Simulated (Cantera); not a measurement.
# Adiabatic ignition

An adiabatic, constant-pressure homogeneous reactor starts with 11.8 % H2, 18.5 % O2, 69.7 % N2, at 1275 K and 1.00 atm.

Detailed kinetics in Cantera: GRI-Mech 3.0 (53 species, 325 reactions).

| t (s) | T (K) | x H2 | x O2 | x H2O | x NO | x O |
|---|---|---|---|---|---|---|
| 8.00e-6 | 1275 | 0.118 | 0.185 | 3.83e-7 | <1e-12 | 9.93e-8 |
| 3.18e-5 | 1309 | 0.0916 | 0.172 | 0.0199 | 5.53e-8 | 0.00424 |
| 0.000127 | 1983 | 0.00282 | 0.128 | 0.115 | 2.40e-5 | 0.00717 |
| 0.000504 | 2089 | 0.000399 | 0.132 | 0.123 | 3.56e-5 | 0.000996 |
| 0.00201 | 2099 | 0.000201 | 0.132 | 0.124 | 4.80e-5 | 0.000504 |
| 0.00798 | 2099 | 0.000201 | 0.132 | 0.124 | 9.13e-5 | 0.000503 |
| 0.0317 | 2099 | 0.000201 | 0.132 | 0.124 | 0.000262 | 0.000501 |
| 0.126 | 2098 | 0.000199 | 0.132 | 0.124 | 0.000917 | 0.000496 |
| 0.503 | 2093 | 0.000193 | 0.131 | 0.124 | 0.00309 | 0.000478 |
| 2.00 | 2085 | 0.000185 | 0.129 | 0.124 | 0.00660 | 0.000450 |
x: mole fraction; the columns are a selection and need not sum to one.

```yaml
time_of_steepest_temperature_rise: 36.3 µs
temperature at 2.00 s: 2085 K
equilibrium_temperature: 2084 K
x(H2) at 2.00 s: 0.000185 (gas-phase equilibrium 0.000183)
x(O2) at 2.00 s: 0.129 (gas-phase equilibrium 0.129)
x(H2O) at 2.00 s: 0.124 (gas-phase equilibrium 0.124)
```
